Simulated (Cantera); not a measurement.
What does this Cantera script print?

```python
import numpy as np
import cantera as ct

gas_names = """
    NO CuF2 NF3 O3 N2O F2 N2
""".split()
cond_names = """
    Cu(cr) Cu(L) CuF2(s) CuF2(L) Cu2O(s) Cu2O(L)
""".split()


# ... load() reads the species with a 1 bar reference pressure and builds the phases ...
species = {s.name: s for s in load("nasa_gas.yaml", gas_names) + load("nasa_condensed.yaml", cond_names)}
# Each term lists the table entries of one substance; the one whose range holds T is used.
reactions = {
    '6 NO(g) + 9 CuF2(g) = 9 Cu + 6 NF3(g) + 2 O3(g)':
        [(-6, ['NO']), (-9, ['CuF2']), (9, ['Cu(cr)', 'Cu(L)']), (6, ['NF3']), (2, ['O3'])],
    'N2O(g) + 2 CuF2 = 2 F2(g) + N2(g) + Cu2O':
        [(-1, ['N2O']), (-2, ['CuF2(s)', 'CuF2(L)']), (2, ['F2']), (1, ['N2']), (1, ['Cu2O(s)', 'Cu2O(L)'])],
}


def pick(names, T):
    return next(species[n] for n in names if species[n].thermo.min_temp <= T <= species[n].thermo.max_temp)


results = []
for label, terms in reactions.items():
    print(label)
    print("     T/K   dH/kJ  dS/(J/K)   dG/kJ   log10 K")
    for T in [525, 675, 825, 975, 1125, 1275, 1425, 1575, 1725, 1875, 2025]:
        used = [(nu, pick(names, T)) for nu, names in terms]
        dH = sum(nu * s.thermo.h(T) for nu, s in used) / 1e6
        dS = sum(nu * s.thermo.s(T) for nu, s in used) / 1e3
        dG = dH - T * dS / 1e3
        logK = -dG * 1e6 / (ct.gas_constant * T * np.log(10))
        results.append((label, T, dH, dS, dG, logK, [s.name for _, s in used]))
        print(f"{T:8g} {dH:8.1f} {dS:8.1f} {dG:8.1f} {logK:8.2f}")
```

Output:

```
6 NO(g) + 9 CuF2(g) = 9 Cu + 6 NF3(g) + 2 O3(g)
     T/K   dH/kJ  dS/(J/K)   dG/kJ   log10 K
     525   1359.5  -1300.9   2042.5  -203.21
     675   1373.5  -1277.7   2235.9  -173.02
     825   1390.4  -1255.1   2425.9  -153.59
     975   1409.5  -1233.9   2612.5  -139.96
    1125   1430.6  -1213.8   2796.1  -129.82
    1275   1454.0  -1194.3   2976.7  -121.95
    1425   1598.6  -1087.7   3148.5  -115.41
    1575   1625.9  -1069.4   3310.3  -109.78
    1725   1653.9  -1052.5   3469.4  -105.05
    1875   1682.6  -1036.5   3626.1  -101.01
    2025   1712.0  -1021.4   3780.4   -97.51
N2O(g) + 2 CuF2 = 2 F2(g) + N2(g) + Cu2O
     T/K   dH/kJ  dS/(J/K)   dG/kJ   log10 K
     525    819.8    300.8    661.8   -65.85
     675    814.1    291.3    617.4   -47.78
     825    807.5    282.6    574.4   -36.37
     975    800.5    274.8    532.6   -28.53
    1125    682.6    168.1    493.5   -22.91
    1275    673.2    160.2    468.9   -19.21
    1425    664.6    153.8    445.4   -16.32
    1575    721.6    191.4    420.2   -13.94
    1725    714.4    187.0    391.8   -11.86
    1875    707.1    183.0    364.1   -10.14
    2025    699.9    179.2    336.9    -8.69
```

Standard-state values (1 bar) from the NASA 1993 polynomials, evaluated with Cantera. Condensed species are held in their standard states even where they would react or evaporate.
